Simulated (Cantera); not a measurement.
Input (Python, Cantera):

```python
import numpy as np
import cantera as ct

gas = ct.Solution("h2o2.yaml")
gas.TPX = 375, 100000, {'H2': 1, 'O2': 0.357, 'N2': 1.34}
flame = ct.FreeFlame(gas, width=0.04)
flame.set_refine_criteria(ratio=3, slope=0.08, curve=0.16)
flame.transport_model = "mixture-averaged"
flame.solve(loglevel=0, auto=True)
z, T = flame.grid, flame.T
thick = (T[-1] - T[0]) / np.gradient(T, z).max()
show = ['H2', 'O2', 'OH', 'H2O2', 'H', 'H2O']
print(f"laminar burning velocity  {flame.velocity[0] * 100:.3f} cm/s")
print(f"burnt temperature         {T[-1]:.1f} K")
print(f"thermal thickness         {thick * 1e3:.4f} mm")
print(f"grid points               {len(z)}")
z0 = z[flame.heat_release_rate.argmax()]
print(f"{'z/mm':>9s}{'T/K':>9s}{'u/(m/s)':>9s}" + "".join(f"{s:>11s}" for s in show))
rows = []
for k in (-3, -2, -1.5, -1, -0.5, -0.25, 0, 0.25, 0.5, 1, 2, 4, 8):
    zz = z0 + k * thick
    rows.append([k * thick, np.interp(zz, z, T), np.interp(zz, z, flame.velocity),
                 *(np.interp(zz, z, flame.X[gas.species_index(s)]) for s in show)])
    print(f"{rows[-1][0] * 1e3:9.3f}{rows[-1][1]:9.1f}{rows[-1][2]:9.3f}" + "".join(f"{x:11.3e}" for x in rows[-1][3:]))
```

It prints:

```
laminar burning velocity  419.353 cm/s
burnt temperature         2339.1 K
thermal thickness         0.3667 mm
grid points               120
     z/mm      T/K  u/(m/s)         H2         O2         OH       H2O2          H        H2O
   -1.100    375.0    4.194  3.708e-01  1.324e-01  1.036e-16  1.867e-15  1.868e-17  3.111e-13
   -0.733    375.0    4.194  3.708e-01  1.324e-01  1.077e-14  3.817e-13  1.957e-15  4.771e-11
   -0.550    375.0    4.194  3.708e-01  1.324e-01  2.847e-13  1.182e-11  4.839e-14  1.237e-09
   -0.367    375.0    4.194  3.707e-01  1.324e-01  4.677e-11  6.420e-10  7.515e-12  5.508e-08
   -0.183    388.7    4.321  3.665e-01  1.331e-01  1.137e-05  5.403e-06  6.075e-06  2.412e-04
   -0.092    669.0    7.209  3.297e-01  1.280e-01  1.147e-03  8.182e-05  4.482e-03  2.043e-02
    0.000   1141.0   11.890  2.351e-01  9.413e-02  2.284e-03  7.994e-06  3.465e-02  9.956e-02
    0.092   1462.7   15.066  1.399e-01  3.723e-02  6.156e-03  2.563e-06  6.682e-02  2.051e-01
    0.183   1616.2   16.543  1.069e-01  1.367e-02  8.475e-03  1.640e-06  7.342e-02  2.489e-01
    0.367   1761.8   17.880  1.021e-01  6.186e-03  1.010e-02  9.239e-07  6.433e-02  2.648e-01
    0.733   1905.1   19.146  1.064e-01  4.221e-03  1.057e-02  4.799e-07  4.990e-02  2.724e-01
    1.467   2040.6   20.304  1.101e-01  2.617e-03  9.885e-03  2.506e-07  3.615e-02  2.806e-01
    2.934   2154.9   21.251  1.128e-01  1.387e-03  8.167e-03  1.369e-07  2.458e-02  2.885e-01
```

Detailed kinetics in Cantera: the H2/O2 subset of GRI-Mech 3.0, which has no nitrogen chemistry. Burning velocities carry a grid error of a few per cent, more on coarse grids.
